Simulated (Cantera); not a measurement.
Cantera run:

```python
import numpy as np
import cantera as ct

gas_names = """
    CL CL2 H HCL H2 Si SiCL SiCL2 SiCL3 SiCL4 SiH SiHCL3 SiH2 SiH2CL2 SiH3 SiH3CL SiH4 Si2 Si3
""".split()
cond_names = """
    Si(cr) Si(L)
""".split()


# ... load() reads the species with a 1 bar reference pressure and builds the phases ...
atoms = {
    'SiCl4': {'Si': 1, 'CL': 4},
    'HCl': {'H': 1, 'CL': 1},
    'H2': {'H': 2},
}
top_T = {}  # K; cautious upper limits of use, not melting points


# ... equilibrate(T, P, feed) seeds the gas with the atoms and calls Mixture.equilibrate('TP', solver="vcs", rtol=1e-11, max_steps=5000) ...
results = []
feed = {'SiCl4': 1, 'HCl': 1.3, 'H2': 1.8}  # mol
T = 1400  # K
P = 101325  # Pa
mix = equilibrate(T, P, feed)
results.append((T, P, feed, dict(zip(mix.species_names, mix.species_moles))))
print(gas.report(threshold=0.001))
for i in range(1, mix.n_phases):
    print(f"{mix.phase(i).name:16s} {mix.phase_moles(i):12.5e} mol")
```

Result:

```
       temperature   1400 K
          pressure   1.0132e+05 Pa
           density   0.46228 kg/m^3
  mean mol. weight   53.107 kg/kmol
   phase of matter   gas

                          1 kg             1 kmol
                     ---------------   ---------------
          enthalpy       -2.4487e+06       -1.3004e+08  J
   internal energy       -2.6679e+06       -1.4168e+08  J
           entropy            5273.2        2.8005e+05  J/K
    Gibbs function       -9.8313e+06       -5.2211e+08  J
 heat capacity c_p            937.88             49808  J/K
 heat capacity c_v            781.32             41493  J/K

                      mass frac. Y      mole frac. X     chem. pot. / RT
                     ---------------   ---------------   ---------------
               HCL           0.24552           0.35763           -34.143
                H2          0.015259           0.40196           -19.302
             SiCL2           0.01109           0.00595           -58.463
             SiCL3          0.042533          0.016802           -82.955
             SiCL4           0.64436           0.20143           -107.45
            SiHCL3           0.04087          0.016025           -92.606
     [  +13 minor]        0.00036712        0.00019775

Si(cr)            0.00000e+00 mol
```

Equilibrium computed with Cantera from the NASA thermochemical tables; the gas is ideal and each condensed phase is pure. The tables' values for SiCl3 are old estimates; treat these amounts as uncertain.
